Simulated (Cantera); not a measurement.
Charge: 1 mol Na2CO3, 3.8 mol H2S, 1.6 mol CO2, at 1775 K and 10.0 Torr.

These are equilibrium values from Cantera (NASA tables, ideal gas, pure condensed phases), not measurements of a reactor. Candidate condensed phases: C, C6H6, C7H8, C8H18, H2O, H2SO4, Na, NaOH, NaO2, Na2CO3, Na2O, Na2O2, Na2S, Na2SO4, S; 131 gas species. Kinetics and transport are ignored.

Base state: CO 0.192, Na 0.184, H2O 0.177, H2 0.168, S2 0.141, CO2 0.0544, SO2 0.0443, SO 0.0147 (mole fractions); condensed: gas only.

Question: What changes in the equilibrium state with this change: 0.45 mol O2 added?

Answer: 
| species | before | after |
|---|---|---|
| H2O | 0.177 | 0.196 |
| Na | 0.184 | 0.181 |
| CO | 0.192 | 0.178 |
| SO2 | 0.0443 | 0.0677 |
| H2 | 0.168 | 0.146 |
| SO | 0.0147 | 0.0177 |
| CO2 | 0.0544 | 0.0644 |
| S2 | 0.141 | 0.127 |
| H2S | 0.00858 | 0.00706 |
| OH | 6.75e-5 | 8.00e-5 |
| NaOH | 0.00543 | 0.00632 |
| S2O | 0.000783 | 0.000892 |

Question: What changes in the equilibrium state with this change: temperature from 1775 K to 1498.15 K?

Answer: 
| species | before | after |
|---|---|---|
| H2O | 0.177 | 0.227 |
| CO | 0.192 | 0.170 |
| S2 | 0.141 | 0.160 |
| CO2 | 0.0544 | 0.104 |
| Na | 0.184 | 0.135 |
| SO | 0.0147 | 0.00213 |
| H2S | 0.00858 | 0.0244 |
| SO2 | 0.0443 | 0.0182 |
| NaOH | 0.00543 | 0.0107 |
| H2 | 0.168 | 0.144 |
| OH | 6.75e-5 | 2.53e-6 |
| H | 0.00103 | 5.66e-5 |
| S | 0.00197 | 0.000138 |
| COS | 0.000341 | 0.000957 |
| Na2S(l), mol | 0 | 0.313 |
